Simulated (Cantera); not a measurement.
Charge: 1 mol CH₃SiCl₃, 0.064 mol C₃H₈, 900 mol H₂, at 1848.15 K and 7.50 Torr.

Equilibrium computed with Cantera from the NASA thermochemical tables; the gas is ideal and each condensed phase is pure. Candidate condensed phases: C, C₆H₆, C₇H₈, C₈H₁₈, Si, SiC; 109 gas species. The feed counts by its element totals alone. Kinetics and transport are ignored.

Base state: H₂ 0.991, H 0.00529, HCl 0.00330, C₂H₂ (acetylene) 0.000120, Si 2.73e-5, Cl 1.34e-5 (mole fractions); condensed: SiC(s).

**Question.** What changes in the equilibrium state with this change: CH₃SiCl₃ replaced by Si(CH₃)₄?

**Answer.** 
```
species             before     after
----------------  --------  --------
H₂                   0.991     0.994
H                  0.00529   0.00529
C₂H₂ (acetylene)  0.000120  0.000256
HCl                0.00330         0
Si                 2.73e-5   1.88e-5
Cl                 1.34e-5         0
SiC(s), mol          0.968     0.979
C(graphite), mol         0      2.74
```
